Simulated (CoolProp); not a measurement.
C3F8 (R218) along the isotherm 432.5 K: density (kg/m³) from the reference equation and from simpler models built on Tc = 345.0 K, pc = 2.640 MPa, ω = 0.317; each cubic takes its own stable root.

Values from CoolProp's reference Helmholtz-energy equation of state, Lemmon 2006. It is a short technical equation, of lower accuracy than the large ones.

```json
[
 {"p (MPa)": "1.1", "phase": "gas", "reference": "61.26"},
 {"p (MPa)": "2.2", "phase": "gas", "reference": "131.5"},
 {"p (MPa)": "3.3", "phase": "supercritical", "reference": "213.2"},
 {"p (MPa)": "4.4", "phase": "supercritical", "reference": "307.4"},
 {"p (MPa)": "5.5", "phase": "supercritical", "reference": "410.6"},
 {"p (MPa)": "6.6", "phase": "supercritical", "reference": "514.7"},
 {"p (MPa)": "7.7", "phase": "supercritical", "reference": "610.0"},
 {"p (MPa)": "8.8", "phase": "supercritical", "reference": "691.0"},
 {"p (MPa)": "9.9", "phase": "supercritical", "reference": "757.6"},
 {"p (MPa)": "11", "phase": "supercritical", "reference": "812.1"},
 {"p (MPa)": "12.1", "phase": "supercritical", "reference": "857.5"},
 {"p (MPa)": "13.2", "phase": "supercritical", "reference": "896.0"}
]
```

Q: How far does each simpler model (ideal gas, Redlich-Kwong, Soave-Redlich-Kwong) lie from the reference over these 12 states: mean and median of the absolute difference, and the worst?

A: 
- ideal gas: mean 25.3 %, median 27.7 %, worst -34.0 % at 432.5 K and 7.7 MPa
- Redlich-Kwong: mean 4.8 %, median 4.4 %, worst +8.4 % at 432.5 K and 5.5 MPa
- Soave-Redlich-Kwong: mean 5.0 %, median 6.0 %, worst -7.9 % at 432.5 K and 8.8 MPa
